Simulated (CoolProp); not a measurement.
Aqueous propylene glycol as a coolant, 8 % by mass, freezing at -2.2 °C, 1 atm.

Values from CoolProp's Melinder's fits for secondary coolants.

```json
[
 {"T (°C)": "-1", "cp (kJ/(kg K))": "4.085", "density (kg/m³)": "1007", "viscosity (mPa s)": "2.62", "Prandtl number": "20.4"},
 {"T (°C)": "1.6", "cp (kJ/(kg K))": "4.086", "density (kg/m³)": "1007", "viscosity (mPa s)": "2.38", "Prandtl number": "18.5"},
 {"T (°C)": "4.3", "cp (kJ/(kg K))": "4.087", "density (kg/m³)": "1007", "viscosity (mPa s)": "2.17", "Prandtl number": "16.7"},
 {"T (°C)": "7", "cp (kJ/(kg K))": "4.088", "density (kg/m³)": "1007", "viscosity (mPa s)": "1.98", "Prandtl number": "15.1"},
 {"T (°C)": "9.7", "cp (kJ/(kg K))": "4.089", "density (kg/m³)": "1007", "viscosity (mPa s)": "1.81", "Prandtl number": "13.7"},
 {"T (°C)": "12.3", "cp (kJ/(kg K))": "4.091", "density (kg/m³)": "1006", "viscosity (mPa s)": "1.67", "Prandtl number": "12.6"},
 {"T (°C)": "15", "cp (kJ/(kg K))": "4.092", "density (kg/m³)": "1006", "viscosity (mPa s)": "1.54", "Prandtl number": "11.5"},
 {"T (°C)": "17.7", "cp (kJ/(kg K))": "4.094", "density (kg/m³)": "1005", "viscosity (mPa s)": "1.43", "Prandtl number": "10.6"},
 {"T (°C)": "20.3", "cp (kJ/(kg K))": "4.096", "density (kg/m³)": "1005", "viscosity (mPa s)": "1.33", "Prandtl number": "9.80"},
 {"T (°C)": "23", "cp (kJ/(kg K))": "4.099", "density (kg/m³)": "1004", "viscosity (mPa s)": "1.24", "Prandtl number": "9.06"},
 {"T (°C)": "25.7", "cp (kJ/(kg K))": "4.101", "density (kg/m³)": "1003", "viscosity (mPa s)": "1.15", "Prandtl number": "8.41"},
 {"T (°C)": "28.3", "cp (kJ/(kg K))": "4.103", "density (kg/m³)": "1002", "viscosity (mPa s)": "1.08", "Prandtl number": "7.85"},
 {"T (°C)": "31", "cp (kJ/(kg K))": "4.106", "density (kg/m³)": "1001", "viscosity (mPa s)": "1.02", "Prandtl number": "7.32"}
]
```
